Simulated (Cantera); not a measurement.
Feed: 1 mol CH3SiCl3, 0.04 mol C2H2, 37 mol H2, 0.15 mol C2H4, at 2300 K and 1.00 bar.

Cantera equilibrium calculation (NASA polynomials, part measured and part estimated; ideal gas, pure solids and liquids). Candidate condensed phases: C, C6H6, C7H8, C8H18, Si, SiC; 109 gas species. The feed counts by its element totals alone. The tables' values for SiCl are old estimates; treat these amounts as uncertain. Gases not in the tables: Si2H6 and higher silanes. The numbers say what is thermodynamically allowed, not how fast it happens.

Base state: H2 0.914, HCl 0.0706, H 0.00925, C2H2 (acetylene) 0.00395, SiCl2 0.00137, Cl 0.000515, CH4 0.000179, Si 0.000134 (mole fractions); condensed: C(graphite) + SiC(s).

What changes in the equilibrium state with this change: temperature from 2300 K to 1923 K?


```json
[
 {"species": "H2", "before": "0.914", "after": "0.924"},
 {"species": "HCl", "before": "0.0706", "after": "0.0730"},
 {"species": "H", "before": "0.00925", "after": "0.000906"},
 {"species": "C2H2 (acetylene)", "before": "0.00395", "after": "0.000417"},
 {"species": "SiCl2", "before": "0.00137", "after": "0.000618"},
 {"species": "SiC2", "before": "1.85e-5", "after": "1.97e-8"},
 {"species": "Si2C", "before": "1.09e-5", "after": "1.35e-8"},
 {"species": "C(graphite), mol", "before": "0.118", "after": "0.353"},
 {"species": "SiC(s), mol", "before": "0.929", "after": "0.974"}
]
```
The tables' values for SiCl3 are old estimates; treat these amounts as uncertain.
